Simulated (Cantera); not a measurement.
Equilibrium for calcination and drying: MgSO4 + CO2 + H2O + CH4

A closed system holds: 1 mol MgSO4, 4.9 mol CO2, 5.8 mol H2O, 1.5 mol CH4, held at 0.000110 bar.

These are equilibrium values from Cantera (NASA tables, ideal gas, pure condensed phases), not measurements of a reactor. Candidate condensed phases: C, C6H6, C7H8, C8H18, H2O, H2SO4, Mg, MgCO3, MgO, Mg(OH)2, MgS, MgSO4, S; 130 gas species. Gases not in the tables: S3 to S7. Kinetics and transport are ignored.

From 948 K to 1848 K the condensed part is MgO(s).

```tsv
T (K)	x H2O	x CO2	x CO	x H2	x SO2	x H2S	x S2	x H	n MgO(s)
948	0.426	0.363	0.0515	0.109	0.000656	0.0342	0.0147	1.65e-8	1.00
1048	0.437	0.337	0.0730	0.112	0.00408	0.0146	0.0225	2.47e-7	1.00
1148	0.436	0.309	0.0970	0.116	0.0144	0.00596	0.0213	2.33e-6	1.00
1248	0.426	0.277	0.125	0.124	0.0310	0.00242	0.0141	1.56e-5	1.00
1348	0.416	0.247	0.151	0.130	0.0469	0.000882	0.00616	7.95e-5	1.000
1448	0.414	0.227	0.169	0.130	0.0553	0.000255	0.00158	0.000317	1.000
1548	0.418	0.216	0.179	0.124	0.0572	6.55e-5	0.000302	0.00103	1.000
1648	0.424	0.209	0.185	0.117	0.0570	1.80e-5	6.04e-5	0.00290	0.999
1748	0.426	0.204	0.189	0.110	0.0563	5.51e-6	1.37e-5	0.00721	0.991
1848	0.423	0.198	0.191	0.101	0.0552	1.84e-6	3.51e-6	0.0161	0.948
```
x: gas mole fraction; n: condensed amount in mol.
